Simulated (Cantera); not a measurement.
Gas mixture: CO : CO2 = 0.69 : 0.92 (molar parts), at 5.00 bar, frozen composition.

Cantera's kinetic-theory transport with the Lennard-Jones parameters of GRI-Mech 3.0, ideal gas; thermal conductivity in the mixture-averaged form.

One state of this run: ρ (kg/m³) = 3.72; cp (J/kg/K) = 1079; μ (µPa s) = 28.4; λ (mW/m/K) = 42.3; Pr = 0.725; D (cm²/s) O = 0.190; D (cm²/s) C2H2 = 0.0992; D (cm²/s) CH4 = 0.134. D: mixture-averaged diffusion coefficient of that species in the mixture.

### Question
Which value of T (K) does it belong to?
A. 1400
B. 1000
C. 600
D. 800

### Answer
C, 600
